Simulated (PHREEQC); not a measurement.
Dissolve 0.045 mol Ni(NO3)2, 0.16 mol NaCl and 4e-05 mol HCl per kg of water at 25 °C. Closed to the air; pH follows from the charge balance.

The numbers come from PHREEQC with the ion-association model, wateq4f.dat.

No solid was allowed to form.

### Question
Order these Ni species by the share of Ni that they hold, largest first: NiCl+, NiCl2, Ni+2.

### Answer
Ni+2 (88 %), NiCl+ (9.3 %), NiCl2 (2.4 %)

The pH is 4.50 and the ionic strength 0.283 mol/kgw.
